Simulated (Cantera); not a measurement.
Charge: 1 mol SiH2Cl2, 3.7 mol NH3, 15 mol N2, held at 1698 K and 2.30 mbar.

Method: chemical equilibrium by Gibbs-energy minimisation in Cantera with the NASA 1993 tables (ideal gas, pure condensed phases). Candidate condensed phases: NH4Cl, Si, Si3N4; 28 gas species. The tables' values for SiCl, SiCl3 are old estimates; treat these amounts as uncertain. Equilibrium is a limit: real reactors are often held back by kinetics, nucleation or transport.

Base state: N2 0.686, H2 0.251, HCl 0.0394, SiCl2 0.0215, H 0.00151, Si 0.000277, Cl 0.000184, SiCl 0.000171 (mole fractions); condensed: Si3N4(s).

Q: What changes in the equilibrium state with this change: SiH2Cl2 replaced by SiCl4?

A: 
| species | before | after |
|---|---|---|
| N2 | 0.686 | 0.690 |
| H2 | 0.251 | 0.186 |
| HCl | 0.0394 | 0.0815 |
| SiCl2 | 0.0215 | 0.0404 |
| Si2N | 1.17e-5 | 1.24e-6 |
| SiCl3 | 6.59e-5 | 0.000298 |
| SiH | 1.04e-5 | 2.90e-6 |
| Si | 0.000277 | 8.99e-5 |
| Cl | 0.000184 | 0.000443 |
| Si3N4(s), mol | 0.156 | 0 |
The tables' values for SiCl3, SiCl are old estimates; treat these amounts as uncertain.
